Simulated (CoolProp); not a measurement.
Sulfur dioxide at 414.06 K and 1.79 MPa is throttled through a valve to 0.597 MPa with no heat exchange. Each further row changes one setting.

Model: reference Helmholtz-energy equation of state, Gao 2016, in CoolProp.

| case | temperature change (K) | final density (kg/m³) |
|---|---|---|
| as stated | -17.6 | [?] |
| outlet pressure 0.179 MPa | [?] | [?] |
| outlet pressure 0.776 MPa | -14.8 | 15.7 |

Task: Complete the blanks.

Result: 
- as stated, final density (kg/m³): 12.0
- outlet pressure 0.179 MPa, temperature change (K): -24.2
- outlet pressure 0.179 MPa, final density (kg/m³): 3.58
